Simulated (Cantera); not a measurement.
A closed system holds: 1 mol SiH₄, 1.7 mol N₂, 12 mol NH₃, at 0.00260 bar.

These are equilibrium values from Cantera (NASA tables, ideal gas, pure condensed phases), not measurements of a reactor. Candidate condensed phases: Si, Si₃N₄; 18 gas species. Gases not in the tables: Si₂H₆ and higher silanes. The numbers say what is thermodynamically allowed, not how fast it happens.

log p: log10 of the partial pressure in bar; n: condensed amount in mol.

```tsv
T (°C)	log p H₂	log p N₂	log p H	log p Si	log p SiH	log p SiH₂	log p Si₂N	n Si₃N₄(s)	n Si(l)
577	-2.72	-3.17	-12.05	<-14	<-14	<-14	<-14	0.333	0
727	-2.72	-3.17	-10.00	<-14	<-14	<-14	<-14	0.333	0
877	-2.72	-3.17	[?]	<-14	<-14	[?]	<-14	0.333	0
1027	-2.72	-3.17	-7.31	-12.45	-12.89	-11.92	<-14	0.333	0
1177	-2.72	-3.17	[?]	[?]	[?]	[?]	[?]	0.333	0
1327	-2.72	-3.17	-5.62	-7.25	-8.27	-8.25	-8.91	0.333	0
1477	-2.73	-3.14	-5.00	-5.82	-7.07	-7.41	-7.45	0	0.981
```

Fill in the missing entries.


- 1177, log p H: -6.38
- 1177, log p Si: -9.58
- 1177, log p SiH: -10.34
- 1177, log p SiH₂: -9.89
- 1177, log p Si₂N: -11.87
- 877, log p H: -8.49
- 877, log p SiH₂: -14.48
